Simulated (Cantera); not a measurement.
A closed system holds: 1 mol TiO2, 360 mol H2, 3.1 mol H2O, equilibrated at 1273 K and 100 Torr.

Method: chemical equilibrium by Gibbs-energy minimisation in Cantera with the NASA 1993 tables (ideal gas, pure condensed phases). Candidate condensed phases: H2O, Ti, TiO, TiO2, Ti2O3, Ti3O5, Ti4O7; 12 gas species. The numbers say what is thermodynamically allowed, not how fast it happens.

Problem. What is the equilibrium state?

Solution. 
```json
{
  "x(H2)": "0.991",
  "x(H2O)": "0.00854",
  "x(H)": "1.94e-6",
  "n(TiO2(rutile))": "1.00 mol",
  "gas_amount": "363.1 mol",
  "log10 activity of Ti4O7(s) (absent)": "-0.57",
  "log10 activity of Ti3O5(s) (absent)": "-0.75",
  "log10 activity of Ti2O3(s) (absent)": "-1.21"
}
```
